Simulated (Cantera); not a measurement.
Input: 1 mol Si, 1 mol N₂O, 48 mol H₂, at 0.0308 Torr.

Equilibrium computed with Cantera from the NASA thermochemical tables; the gas is ideal and each condensed phase is pure. Candidate condensed phases: H₂O, Si, SiO₂, Si₂N₂O, Si₃N₄; 35 gas species. Rates play no part. All values below are at 1427 °C.

Base state: H₂ 0.938, H 0.0223, N₂ 0.0198, SiO 0.0198 (mole fractions); condensed: gas only.

### Question
What changes in the equilibrium state with this change: pressure from 0.0308 Torr to 10.0 Torr?

### Answer
```csv
species,before,after
H₂,0.938,0.959
N₂,0.0198,0.0200
SiO,0.0198,0.0200
H,0.0223,0.00125
```
